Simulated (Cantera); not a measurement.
Cantera with NASA thermochemical tables; ideal gases at 1 bar, condensed phases pure. Values are per mole of reaction as written; species without (g) are pure solids or liquids, kept so even where they would boil at 1 bar.

a) Nb + O2(g) ⇌ NbO2(g)
b) 4 Al + O2(g) ⇌ 2 Al2O(g)
c) 1.333 B + O2(g) ⇌ 0.6667 B2O3(g)

Q: Order these by ΔG° at 300 K, most negative first.

A: c (-550 kJ), b (-346 kJ), a (-209 kJ)
